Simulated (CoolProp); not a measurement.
Saturated liquid density (kg/m³) of vinyl chloride: the reference equation beside estimates from Tc = 151.9 °C, pc = 5.600 MPa, ω = 0.160. Rackett uses Z = 0.29056 − 0.08775 ω.

Values from CoolProp's reference Helmholtz-energy equation of state, Thol 2022.

```
T (°C)  reference  Rackett  van der Waals  Redlich-Kwong  Soave-Redlich-Kwong  Peng-Robinson
------  ---------  -------  -------------  -------------  -------------------  -------------
10.45       926.4    915.8          581.0          847.3                864.0          977.6
24.25       900.7    891.2          565.5          819.9                838.0          949.0
38.05       874.1    865.5          549.0          790.4                809.8          917.8
51.95       846.1    838.0          531.2          758.5                778.7          883.2
65.75       816.7    808.9          512.1          724.2                745.0          845.2
79.65       784.7    777.2          491.1          686.4                707.3          802.4
93.45       749.7    742.6          468.1          645.0                665.3          754.4
107.35      709.5    703.3          441.8          597.9                617.0          698.4
121.15      661.3    657.1          411.3          543.6                560.4          632.3
```

Absolute difference from the reference over all 9 rows, mean and median: Rackett 0.9 and 1.0 %, van der Waals 37.4 and 37.3 %, Redlich-Kwong 12.1 and 11.3 %, Soave-Redlich-Kwong 9.7 and 8.8 %, Peng-Robinson 3.6 and 4.4 %.
